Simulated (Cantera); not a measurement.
Feed: 1 mol SiO2, 2.3 mol C, 1.8 mol H2, at 1675 K and 0.950 bar.

Equilibrium computed with Cantera from the NASA thermochemical tables; the gas is ideal and each condensed phase is pure. Candidate condensed phases: C, C6H6, C7H8, C8H18, H2O, Si, SiC, SiO2; 123 gas species. Mutual solubility and eutectic melting of coexisting phases are not modelled. The tables hold silica as quartz up to 1696 K and as liquid above; real silica turns to tridymite and cristobalite and melts near 1996 K. Kinetics and transport are ignored.

Base state: H2 0.710, CO 0.288, SiO 0.00109, CH4 0.000577, H2O 0.000108, H 0.000100, C2H2 (acetylene) 4.12e-5, CO2 1.32e-5 (mole fractions); condensed: C(graphite) + SiC(s) + SiO2(β-quartz).

Problem. What changes in the equilibrium state with this change: temperature from 1675 K to 1875 K?

Solution. 
| species | before | after |
|---|---|---|
| H2 | 0.710 | 0.515 |
| CO | 0.288 | 0.450 |
| SiO | 0.00109 | 0.0334 |
| CH4 | 0.000577 | 4.65e-5 |
| H | 0.000100 | 0.000483 |
| C2H2 (acetylene) | 4.12e-5 | 1.51e-5 |
| CO2 | 1.32e-5 | 3.08e-5 |
| H2O | 0.000108 | 0.000145 |
| C(graphite), mol | 1.21 | 0 |
| SiC(s), mol | 0.363 | 0.728 |
| SiO2(β-quartz), mol | 0.634 | 0 |
| SiO2(condensed), mol | 0 | 0.156 |

Problem. What changes in the equilibrium state with this change: temperature from 1675 K to 998.15 K?

Solution. 
```csv
species,before,after
H2,0.710,0.921
CH4,0.000577,0.0786
CO,0.288,1.23e-7
SiO,0.00109,<1e-9
H,0.000100,2.13e-9
C2H2 (acetylene),4.12e-5,1.00e-9
CO2,1.32e-5,<1e-9
H2O,0.000108,4.38e-8
"C(graphite), mol",1.21,2.17
"SiC(s), mol",0.363,0
"SiO2(β-quartz), mol",0.634,1.00
```
